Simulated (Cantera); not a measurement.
A closed system holds: 1 mol HMDSO, a varied amount of CO2, held at 1675 K and 705 Torr.

These are equilibrium values from Cantera (NASA tables, ideal gas, pure condensed phases), not measurements of a reactor. Candidate condensed phases: C, C6H6, C7H8, C8H18, H2O, Si, SiC, SiO2; 123 gas species. The feed counts by its element totals alone. Mutual solubility and eutectic melting of coexisting phases are not modelled. The tables hold silica as quartz up to 1696 K and as liquid above; real silica turns to tridymite and cristobalite and melts near 1996 K. Gases not in the tables: Si(OH)4. Equilibrium is a limit: real reactors are often held back by kinetics, nucleation or transport.

Question: Which condensed phases are stable at each of these points (n(CO2) (mol)): 2.1, 2.9, 4, 5.5, 7.7, 11, 15, 20?

Answer: 
```
n(CO2) (mol)                       condensed phases  Si condensed (%)
------------  -------------------------------------  ----------------
2.1           C(graphite) + SiC(s) + SiO2(β-quartz)              99.3
2.9           C(graphite) + SiC(s) + SiO2(β-quartz)              99.3
4                      C(graphite) + SiO2(β-quartz)              99.4
5.5                    C(graphite) + SiO2(β-quartz)              99.4
7.7                    C(graphite) + SiO2(β-quartz)              99.4
11                                   SiO2(β-quartz)             100.0
15                                   SiO2(β-quartz)             100.0
20                                   SiO2(β-quartz)             100.0
```

From 2.1 mol CO2 to 2.9 mol CO2 the condensed part is C(graphite) + SiC(s) + SiO2(β-quartz). From 4 mol CO2 to 7.7 mol CO2 the condensed part is C(graphite) + SiO2(β-quartz). From 11 mol CO2 to 20 mol CO2 the condensed part is SiO2(β-quartz).
